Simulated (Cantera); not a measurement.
A closed system holds: 1 mol SiO₂, 0.16 mol Al₂O₃, 3.1 mol H₂O, equilibrated at 0.975 Torr.

Method: chemical equilibrium by Gibbs-energy minimisation in Cantera with the NASA 1993 tables (ideal gas, pure condensed phases). Candidate condensed phases: Al, Al₂O₃, Al₂SiO₅, Al₆Si₂O₁₃, H₂O, Si, SiO₂; 28 gas species. Mutual solubility and eutectic melting of coexisting phases are not modelled. The tables hold silica as quartz up to 1696 K and as liquid above; real silica turns to tridymite and cristobalite and melts near 1996 K. Condensed phases not in the tables: alloys, solid solutions and most ternary compounds. Kinetics and transport are ignored.

**Question.** At 1350 K, list the 4 most abundant gas species with their mole fractions, and the condensed phases.

**Answer.** H₂O 0.999, H₂ 0.000409, O₂ 0.000191, OH 5.30e-5. Condensed: Al₆Si₂O₁₃(mullite) + SiO₂(β-quartz).
